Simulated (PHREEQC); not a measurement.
Consider water at 25 °C with 45 mmol/kgw CdCl2. It is in equilibrium with CO2 at log p = -1 (atm). Otherwise closed; pH follows from the charge balance.

Computed with PHREEQC (ion-association model, phreeqc.dat).

| Quantity | Value |
|---|---|
| pH | 4.37 |
| ionic strength | 0.0672 mol/kgw |
| density | 1.004 g/cm³ |

```
species  molality  activity   log γ
-------  --------  --------  ------
Cl-        0.0539    0.0428  -0.100
CdCl+      0.0278    0.0224  -0.095
Cd+2       0.0131   0.00547  -0.379
CdCl2     0.00393   0.00400   0.007
CO2       0.00335   0.00340   0.007
CdCl3-   0.000134  0.000108  -0.095
```

No solid was allowed to form.
